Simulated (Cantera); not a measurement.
A perfectly stirred reactor is fed with NH3 : N2 = 1 : 0.25 (molar parts), at 46.5 Torr; it is held at 1823 K, and followed from long to short residence time.

Computed with Cantera and the gas-phase N/H chemistry of the illustrative SiF4/NH3 mechanism in the Surface Chemkin manual (1991). Walls and surfaces, which speed up NH3 decomposition in real reactors, are not modelled.

Question: What does this change do: pressure from 46.5 Torr to 10.00 Torr?

Answer: 
| quantity | before | after |
|---|---|---|
| x(NH3) at τ = 16.0 s | 0.107 | 0.220 |
| x(NH) at τ = 16.0 s | 2.72e-6 | 5.18e-6 |
| x(N2H2) at τ = 16.0 s | 2.52e-7 | 1.05e-6 |
| x(N) at τ = 16.0 s | 2.33e-7 | 4.15e-7 |
| x(H) at τ = 16.0 s | 0.000265 | 0.000216 |
| x(NH3) at τ = 0.280 s | 0.703 | 0.760 |
| x(NH) at τ = 0.280 s | 4.09e-6 | 5.20e-6 |
| x(N2H2) at τ = 0.280 s | 3.27e-6 | 6.34e-6 |
| x(N) at τ = 0.280 s | 1.12e-7 | 8.99e-8 |
| x(H) at τ = 0.280 s | 2.13e-5 | 1.16e-5 |

Question: What does this change do: temperature 1823 to 2248 K?

Answer: 
| quantity | before | after |
|---|---|---|
| x(NH3) at τ = 16.0 s | 0.107 | 0.000187 |
| x(NH) at τ = 16.0 s | 2.72e-6 | 1.17e-5 |
| x(N2H2) at τ = 16.0 s | 2.52e-7 | 4.39e-9 |
| x(N) at τ = 16.0 s | 2.33e-7 | 1.81e-5 |
| x(H) at τ = 16.0 s | 0.000265 | 0.0191 |
| x(NH3) at τ = 0.280 s | 0.703 | 0.0858 |
| x(NH) at τ = 0.280 s | 4.09e-6 | 4.26e-5 |
| x(N2H2) at τ = 0.280 s | 3.27e-6 | 1.29e-6 |
| x(N) at τ = 0.280 s | 1.12e-7 | 5.73e-6 |
| x(H) at τ = 0.280 s | 2.13e-5 | 0.00159 |
